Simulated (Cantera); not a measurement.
## Equilibrium for iron carbonyl, mercury and lead vapours: HgO + O₂ + N₂

Charge: 1 mol HgO, 0.68 mol O₂, 1.6 mol N₂, equilibrated at 0.220 bar.

Cantera equilibrium calculation (NASA polynomials, part measured and part estimated; ideal gas, pure solids and liquids). Candidate condensed phases: Hg, HgO; 10 gas species. Rates play no part.

```json
[
 {"T (°C)": "200", "log p N₂": "-0.81", "log p O₂": "-1.18", "log p Hg": "-5.44", "log p NO": "-10.43", "log p NO₂": "-8.57", "log p O": "<-12", "log p N₂O": "<-12", "n HgO(s)": "1.000"},
 {"T (°C)": "275", "log p N₂": "-0.81", "log p O₂": "-1.18", "log p Hg": "-3.18", "log p NO": "-9.05", "log p NO₂": "-8.06", "log p O": "<-12", "log p N₂O": "<-12", "n HgO(s)": "0.993"},
 {"T (°C)": "350", "log p N₂": "-0.92", "log p O₂": "-1.17", "log p Hg": "-1.48", "log p NO": "-8.05", "log p NO₂": "-7.73", "log p O": "<-12", "log p N₂O": "-12.25", "n HgO(s)": "0.557"},
 {"T (°C)": "425", "log p N₂": "-1.03", "log p O₂": "-1.16", "log p Hg": "-1.24", "log p NO": "-7.28", "log p NO₂": "-7.47", "log p O": "<-12", "log p N₂O": "-11.62", "n HgO(s)": "0"},
 {"T (°C)": "500", "log p N₂": "-1.03", "log p O₂": "-1.16", "log p Hg": "-1.24", "log p NO": "-6.61", "log p NO₂": "-7.23", "log p O": "<-12", "log p N₂O": "-11.02", "n HgO(s)": "0"},
 {"T (°C)": "575", "log p N₂": "-1.03", "log p O₂": "-1.16", "log p Hg": "-1.24", "log p NO": "-6.07", "log p NO₂": "-7.03", "log p O": "<-12", "log p N₂O": "-10.53", "n HgO(s)": "0"},
 {"T (°C)": "650", "log p N₂": "-1.03", "log p O₂": "-1.16", "log p Hg": "-1.24", "log p NO": "-5.61", "log p NO₂": "-6.87", "log p O": "-11.49", "log p N₂O": "-10.12", "n HgO(s)": "0"},
 {"T (°C)": "725", "log p N₂": "-1.03", "log p O₂": "-1.16", "log p Hg": "-1.24", "log p NO": "-5.22", "log p NO₂": "-6.73", "log p O": "-10.41", "log p N₂O": "-9.77", "n HgO(s)": "0"},
 {"T (°C)": "800", "log p N₂": "-1.03", "log p O₂": "-1.16", "log p Hg": "-1.24", "log p NO": "-4.89", "log p NO₂": "-6.60", "log p O": "-9.49", "log p N₂O": "-9.46", "n HgO(s)": "0"},
 {"T (°C)": "875", "log p N₂": "-1.03", "log p O₂": "-1.16", "log p Hg": "-1.24", "log p NO": "-4.60", "log p NO₂": "-6.50", "log p O": "-8.68", "log p N₂O": "-9.20", "n HgO(s)": "0"},
 {"T (°C)": "950", "log p N₂": "-1.03", "log p O₂": "-1.16", "log p Hg": "-1.24", "log p NO": "-4.34", "log p NO₂": "-6.40", "log p O": "-7.98", "log p N₂O": "-8.96", "n HgO(s)": "0"},
 {"T (°C)": "1025", "log p N₂": "-1.03", "log p O₂": "-1.16", "log p Hg": "-1.24", "log p NO": "-4.11", "log p NO₂": "-6.32", "log p O": "-7.35", "log p N₂O": "-8.76", "n HgO(s)": "0"},
 {"T (°C)": "1100", "log p N₂": "-1.03", "log p O₂": "-1.16", "log p Hg": "-1.24", "log p NO": "-3.91", "log p NO₂": "-6.24", "log p O": "-6.79", "log p N₂O": "-8.57", "n HgO(s)": "0"},
 {"T (°C)": "1175", "log p N₂": "-1.03", "log p O₂": "-1.16", "log p Hg": "-1.24", "log p NO": "-3.73", "log p NO₂": "-6.17", "log p O": "-6.29", "log p N₂O": "-8.40", "n HgO(s)": "0"}
]
```
log p: log10 of the partial pressure in bar; n: condensed amount in mol.

From 200 °C to 350 °C the condensed part is HgO(s). From 425 °C to 1175 °C nothing is condensed. The main Hg-bearing gas is Hg throughout.
